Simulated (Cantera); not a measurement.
A Cantera script and what it prints.

```python
import numpy as np
import cantera as ct

gas_names = """
    B BH BH2 BH3 B2 H H2
""".split()
cond_names = """
    B(b) B(L)
""".split()


def load(file, names, dense=False):
    # The tables refer to 1 bar. Condensed volumes are neglected.
    table = {s.name: s for s in ct.Species.list_from_file(file)}
    out = []
    for n in names:
        d = dict(table[n].input_data)
        d["thermo"] = dict(d["thermo"], **{"reference-pressure": 1e5})
        if dense:
            d["equation-of-state"] = {"model": "constant-volume", "density": "1e6 g/cm^3"}
        out.append(ct.Species.from_dict(d))
    return out


gas = ct.Solution(thermo="ideal-gas", species=load("nasa_gas.yaml", gas_names))
cond = {s.name: ct.Solution(thermo="fixed-stoichiometry", species=[s], name=s.name)
        for s in load("nasa_condensed.yaml", cond_names, dense=True)}
atoms = {
    'B2H6': {'B': 2, 'H': 6},
    'H2': {'H': 2},
}
top_T = {}  # K; cautious upper limits of use, not melting points


def equilibrate(T, P, feed):
    n = {}
    for name, mol in feed.items():
        for a, k in atoms[name].items():
            n[a] = n.get(a, 0.0) + k * mol
    gas.TPX = T, P, n
    mass = sum(n.values()) * gas.mean_molecular_weight
    gas.equilibrate("TP")
    valid = [c for c in cond.values() if c.min_temp <= T <= top_T.get(c.name, c.max_temp)]
    mix = ct.Mixture([(gas, mass / gas.mean_molecular_weight)] + [(c, 0.0) for c in valid])
    mix.T, mix.P = T, P
    mix.equilibrate("TP", solver="vcs", rtol=1e-11, max_steps=5000)
    return mix


results = []
feed = {'B2H6': 1, 'H2': 20}  # mol
T = 848  # K
P = 1600  # Pa
mix = equilibrate(T, P, feed)
results.append((T, P, feed, dict(zip(mix.species_names, mix.species_moles))))
x = sorted(zip(gas.X, gas.species_names), reverse=True)
print(f"T = {T:g} K  P = {P:g} Pa  gas = {mix.phase_moles(0):.4g} mol")
print("   x: " + "  ".join(f"{s} {v:.3e}" for v, s in x if v > 0.001))
print("   condensed (mol): " + ("  ".join(f"{mix.phase(i).name} {mix.phase_moles(i):.4g}"
      for i in range(1, mix.n_phases) if mix.phase_moles(i) > 1e-12) or "none"))
```

It prints:

```
T = 848 K  P = 1600 Pa  gas = 23 mol
   x: H2 1.000e+00
   condensed (mol): B(b) 2
```

These are equilibrium values from Cantera (NASA tables, ideal gas, pure condensed phases), not measurements of a reactor. The feed counts by its element totals alone.
